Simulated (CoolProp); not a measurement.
Nitrogen along the isotherm 92 K: density (kg/m³) from the reference equation and from simpler models built on Tc = 126.2 K, pc = 33.96 bar, ω = 0.037; each cubic takes its own stable root.

The numbers come from the reference Helmholtz-energy equation of state, Span 2000 in CoolProp.

```json
[
 {"p (bar)": "1.07", "phase": "gas", "reference": "4.027"},
 {"p (bar)": "1.58", "phase": "gas", "reference": "6.029"},
 {"p (bar)": "2.31", "phase": "gas", "reference": "9.001"},
 {"p (bar)": "3.4", "phase": "gas", "reference": "13.71"},
 {"p (bar)": "4.98", "phase": "liquid", "reference": "734.9"},
 {"p (bar)": "7.32", "phase": "liquid", "reference": "735.9"},
 {"p (bar)": "10.7", "phase": "liquid", "reference": "737.3"},
 {"p (bar)": "15.8", "phase": "liquid", "reference": "739.5"},
 {"p (bar)": "23.1", "phase": "liquid", "reference": "742.4"},
 {"p (bar)": "34", "phase": "liquid", "reference": "746.7"},
 {"p (bar)": "49.8", "phase": "liquid", "reference": "752.5"},
 {"p (bar)": "73.2", "phase": "liquid", "reference": "760.5"},
 {"p (bar)": "107", "phase": "liquid", "reference": "770.9"},
 {"p (bar)": "158", "phase": "liquid", "reference": "784.8"},
 {"p (bar)": "231", "phase": "liquid", "reference": "802.0"},
 {"p (bar)": "340", "phase": "liquid", "reference": "823.5"}
]
```

Q: How far does each simpler model (van der Waals, Redlich-Kwong, Soave-Redlich-Kwong) lie from the reference over these 16 states: mean and median of the absolute difference, and the worst?

A: 
- van der Waals: mean 30.6 %, median 28.4 %, worst -97.2 % at 92 K and 4.98 bar
- Redlich-Kwong: mean 0.7 %, median 0.7 %, worst +1.7 % at 92 K and 340 bar
- Soave-Redlich-Kwong: mean 0.8 %, median 0.8 %, worst +1.6 % at 92 K and 340 bar

At some of these states van der Waals gives the other phase, because its saturation line lies elsewhere.
